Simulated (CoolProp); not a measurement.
R236EA at 298.15 K and 5.79 MPa is throttled through a valve to 3.43 MPa with no heat exchange. Each further row changes one setting.

Computed with CoolProp (reference Helmholtz-energy equation of state, Rui 2013).

```csv
case,temperature change (K),final density (kg/m³)
as stated,…,1440
outlet pressure 1.03 MPa,…,…
outlet pressure 4.46 MPa,…,1440
```

**Question.** Complete the blanks.

**Answer.** 
- as stated, temperature change (K): +0.5
- outlet pressure 1.03 MPa, temperature change (K): +1.0
- outlet pressure 1.03 MPa, final density (kg/m³): 1430
- outlet pressure 4.46 MPa, temperature change (K): +0.3
